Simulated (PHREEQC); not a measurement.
Make-up at 25 °C: 0.0071 mol/kgw Cu(BF4)2, 0.12 mol/kgw HCl and 0.00015 mol/kgw H3BO3. Closed to the air; pH follows from the charge balance.

The numbers come from PHREEQC with the ion-association model, phreeqc.dat.

This is a speciation only: nothing precipitates in the calculation.

Predict the pH, ionic strength, density.

pH 1.02; ionic strength 0.138 mol/kgw; density 1.001 g/cm³.

In which forms is F present?

BF4- 81 %, HF 17 %, BF3OH- 2.3 % of the F.

Real BF4- forms and hydrolyses slowly; the run takes it at equilibrium.
